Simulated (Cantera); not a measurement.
**Adiabatic ignition**

An adiabatic, constant-pressure homogeneous reactor starts with CH₄ : O₂ : N₂ = 1 : 2.11 : 7.92 (molar parts), at 1325 K and 140000 Pa.

Model: GRI-Mech 3.0 (53 species, 325 reactions), integrated in Cantera.

```tsv
t (s)	T (K)	x CH₄	x O₂	x H	x C₂H₂	x CH₃
2.00e-6	1325	0.0907	0.191	2.66e-10	<1e-12	2.13e-8
5.51e-6	1325	0.0907	0.191	2.85e-10	<1e-12	6.05e-8
1.52e-5	1325	0.0907	0.191	3.35e-10	<1e-12	1.72e-7
4.18e-5	1325	0.0907	0.191	4.94e-10	<1e-12	5.17e-7
0.000115	1325	0.0907	0.191	1.14e-9	<1e-12	1.81e-6
0.000317	1325	0.0906	0.191	4.83e-9	<1e-12	8.15e-6
0.000875	1325	0.0906	0.191	1.85e-8	1.06e-10	2.83e-5
0.00241	1328	0.0900	0.191	6.23e-8	7.96e-9	4.83e-5
0.00664	2666	<1e-12	0.0252	0.00554	<1e-12	<1e-12
0.0183	2675	<1e-12	0.0212	0.00477	<1e-12	<1e-12
0.0504	2675	<1e-12	0.0212	0.00477	<1e-12	<1e-12
0.139	2675	<1e-12	0.0212	0.00477	<1e-12	<1e-12
0.383	2675	<1e-12	0.0212	0.00477	<1e-12	<1e-12
1.05	2675	<1e-12	0.0212	0.00477	<1e-12	<1e-12
2.90	2675	<1e-12	0.0212	0.00477	<1e-12	<1e-12
8.00	2675	<1e-12	0.0212	0.00477	<1e-12	<1e-12
```
x: mole fraction; the columns are a selection and need not sum to one.

```json
{
  "time_of_steepest_temperature_rise": "6.38 ms",
  "temperature at 8.00 s": "2675 K",
  "equilibrium_temperature": "2675 K",
  "x(CH₄) at 8.00 s": "<1e-12 (gas-phase equilibrium <1e-12)",
  "x(O₂) at 8.00 s": "0.0212 (gas-phase equilibrium 0.0212)",
  "x(H) at 8.00 s": "0.00477 (gas-phase equilibrium 0.00477)"
}
```
